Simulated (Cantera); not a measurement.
Input (Python, Cantera) and output of one run.

```python
import numpy as np
import cantera as ct

gas_names = """
    CL CLO CL2 H HCL HOCL HO2 H2 H2O H2O2 O OH O2 O3
""".split()
cond_names = """
    H2O(s) H2O(L)
""".split()


# ... load() reads the species with a 1 bar reference pressure and builds the phases ...
atoms = {
    'HCl': {'H': 1, 'CL': 1},
    'H2O': {'H': 2, 'O': 1},
    'O2': {'O': 2},
}
top_T = {}  # K; cautious upper limits of use, not melting points


# ... equilibrate(T, P, feed) seeds the gas with the atoms and calls Mixture.equilibrate('TP', solver="vcs", rtol=1e-11, max_steps=5000) ...
results = []
feed = {'HCl': 1, 'H2O': 0.66, 'O2': 0.52}  # mol
P = 3800  # Pa
for T in [773, 873, 973, 1073, 1173, 1273, 1373, 1473]:
    mix = equilibrate(T, P, feed)
    results.append((T, P, feed, dict(zip(mix.species_names, mix.species_moles))))

top = {s: max(r[3][s] / sum(r[3][g] for g in gas_names) for r in results) for s in gas_names}
cols = sorted((s for s in top if top[s] > 1e-05), key=lambda s: -top[s])[:7]
seen = [c for c in cond_names if any(r[3].get(c, 0) > 1e-12 for r in results)]
print("log10 of partial pressures in bar; condensed amounts in mol")
print(f"{'T/K':>10s}" + "".join(f"{s[:9]:>10s}" for s in cols + seen))
for T, P, feed, n in results:
    ng = sum(n[g] for g in gas_names)
    print(f"{T:10.4g}" + "".join(f"{np.log10(max(n[s] / ng * P / 1e5, 1e-99)):10.3f}" for s in cols)
          + "".join(f"{n.get(c, 0):10.4g}" for c in seen))
```

It prints:

```
log10 of partial pressures in bar; condensed amounts in mol
       T/K       HCL       H2O        O2       CL2        CL        OH       CLO
       773    -1.897    -1.836    -2.094    -2.572    -6.597   -10.201    -8.509
       873    -1.829    -1.880    -2.070    -2.835    -5.771    -8.962    -7.842
       973    -1.796    -1.906    -2.058    -3.099    -5.140    -7.973    -7.343
      1073    -1.780    -1.920    -2.051    -3.346    -4.641    -7.165    -6.954
      1173    -1.772    -1.927    -2.049    -3.569    -4.235    -6.493    -6.641
      1273    -1.770    -1.930    -2.048    -3.769    -3.898    -5.925    -6.384
      1373    -1.771    -1.930    -2.048    -3.948    -3.613    -5.439    -6.170
      1473    -1.774    -1.929    -2.051    -4.112    -3.370    -5.018    -5.989
```

Cantera equilibrium calculation (NASA polynomials, part measured and part estimated; ideal gas, pure solids and liquids).
